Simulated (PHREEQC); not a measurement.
Dissolve 0.0023 mol HF, 0.14 mol (CH3)4NF and 0.0011 mol (NH4)2SiF6 per kg of water at 25 °C. Closed to the air; pH follows from the charge balance.

All values are PHREEQC results (ion-association model, phreeqc.dat), not measurements.

**Question.** The ionic strength comes out as 0.143 mol/kgw. What activity coefficients do H+, F-, HF2-, NH4+, SiF6-2 get?

**Answer.** H+ 0.81, F- 0.73, HF2- 0.76, NH4+ 0.71, SiF6-2 0.33.

Precipitation was switched off in this run. (CH3)4N+ isn't in the database: it is added as a free cation with an ion size of 4 Å. SiF6-2 is the database's only silicon fluoride.
